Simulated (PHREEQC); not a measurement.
Model water analysis in mmol/kgw, 25 °C, pH 7.7, pe 2.6:

| constituent | mmol/kgw |
|---|---|
| Na | 1.51 |
| K | 1.8 |
| Ca | 1.13 |
| Mg | 0.335 |
| Cl | 4.42 |
| S(6) | 0.531 |
| Alkalinity (meq/kgw) | 1.08 |
| Si | 0.0236 |
| Fe(2) | 0.1 |

Valence states are taken as typed.

The numbers come from PHREEQC with the ion-association model, wateq4f.dat.

### Question
The ionic strength comes out as 0.00826 mol/kgw. What activity coefficients do SO4-2, FeOH+, Cl-, Na+, NaSO4- get?

### Answer
SO4-2 0.69, FeOH+ 0.91, Cl- 0.91, Na+ 0.91, NaSO4- 0.91.

No solid was allowed to form. The solution is supersaturated, for example in Siderite, so a real one may precipitate; this is no full list.
